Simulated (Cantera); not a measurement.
A perfectly stirred reactor is fed with CH4 : O2 : N2 = 1 : 2.56 : 9.64 (molar parts), equivalence ratio 0.78, at 1730 Torr; it is adiabatic with a 400 K inlet, and is followed from long to short residence time, starting on the burning branch (τ in s: 0.14, 0.062, 0.028, 0.012, 0.0056, 0.0025, 0.0011, 0.0005, 0.00023, 0.0001, 4.6e-05).

Model: GRI-Mech 3.0 (53 species, 325 reactions), integrated in Cantera.

Predict: blow-out, bracketed by the residence times tried; x(CH4) at τ = 0.140 s; x(O2) at τ = 0.140 s; x(HCO) at τ = 0.140 s; x(CO2) at τ = 0.140 s; x(CH4) at τ = 2.50 ms; x(O2) at τ = 2.50 ms; x(HCO) at τ = 2.50 ms; x(CO2) at τ = 2.50 ms; x(C2H4) at τ = 2.50 ms.


```json
{
 "blow_out_bracketed_by_the_residence_times_tried": "burning at 0.100 ms, out at 46.0 µs",
 "x(CH4) at τ = 0.140 s": "2.52e-6",
 "x(O2) at τ = 0.140 s": "0.0421",
 "x(HCO) at τ = 0.140 s": "6.11e-9",
 "x(CO2) at τ = 0.140 s": "0.0751",
 "x(CH4) at τ = 2.50 ms": "5.31e-5",
 "x(O2) at τ = 2.50 ms": "0.0436",
 "x(HCO) at τ = 2.50 ms": "3.70e-7",
 "x(CO2) at τ = 2.50 ms": "0.0716",
 "x(C2H4) at τ = 2.50 ms": "2.34e-8"
}
```
